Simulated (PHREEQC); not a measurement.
Solution (25 °C): 8.4 mmol/kgw NH4Cl and 0.063 mmol/kgw Na2HPO4. Closed to the air; pH follows from the charge balance.

Equilibrium calculation in PHREEQC: ion-association model, wateq4f.dat.

Precipitation was switched off in this run.

Problem. Predict the pH.

Solution. pH 6.93.

Problem. In which forms is P present?

Solution. H2PO4- 59 %, HPO4-2 41 % of the P.

Complexes and solids missing from the database can't appear. H3PO4, which wateq4f.dat lacks, is added to it with the constant of phreeqc.dat.
